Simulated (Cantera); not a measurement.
A closed system holds: 1 mol MgCl₂, 2.8 mol O₂, 5.2 mol N₂, held at 1973 K and 1.00 Torr.

These are equilibrium values from Cantera (NASA tables, ideal gas, pure condensed phases), not measurements of a reactor. Candidate condensed phases: Mg, MgCl₂, MgO; 18 gas species. Equilibrium is a limit: real reactors are often held back by kinetics, nucleation or transport.

Base state: N₂ 0.550, O₂ 0.253, Cl 0.152, MgCl₂ 0.0301, O 0.00747, NO 0.00651, MgCl 0.000101, Mg 9.85e-5 (mole fractions); condensed: MgO(s).

What changes in the equilibrium state with this change: O₂ from 2.8 to 0.048 mol?


```csv
species,before,after
N₂,0.550,0.815
MgCl₂,0.0301,0.135
Cl,0.152,0.0423
O₂,0.253,7.50e-5
ClO,4.31e-5,2.06e-7
O,0.00747,0.000129
Mg,9.85e-5,0.00572
"MgO(s), mol",0.715,0.0933
```

What changes in the equilibrium state with this change: O₂ from 2.8 to 0.49 mol?


```csv
species,before,after
N₂,0.550,0.747
Cl,0.152,0.142
MgCl₂,0.0301,0.0727
O₂,0.253,0.0325
ClO,4.31e-5,1.44e-5
Mg,9.85e-5,0.000275
O,0.00747,0.00268
MgCl,0.000101,0.000263
NO,0.00651,0.00272
"MgO(s), mol",0.715,0.491
```
